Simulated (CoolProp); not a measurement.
A simple Rankine cycle with cyclopentane: condensing at 302.15 K, boiler at 1.21 MPa, turbine inlet 430 K, turbine efficiency 0.6, pump efficiency 0.7, no recuperator. Each further row changes one setting.

Values from CoolProp's reference Helmholtz-energy equation of state, Gedanitz 2015.

```tsv
case	thermal efficiency (%)	net work (kJ/kg)	heat in (kJ/kg)	turbine exit temperature (K)	volume ratio over the turbine
as stated	13.6	77.2	567	364.5	25.4
turbine inlet 450 K	13.6	83.0	609	387.2	24.9
condensing temperature 294.15 K	14.5	84.3	581	359.5	34.5
boiler pressure 0.847 MPa	12.5	72.2	579	375.3	17.0
turbine efficiency 0.5	11.3	64.0	567	373.0	26.0
```
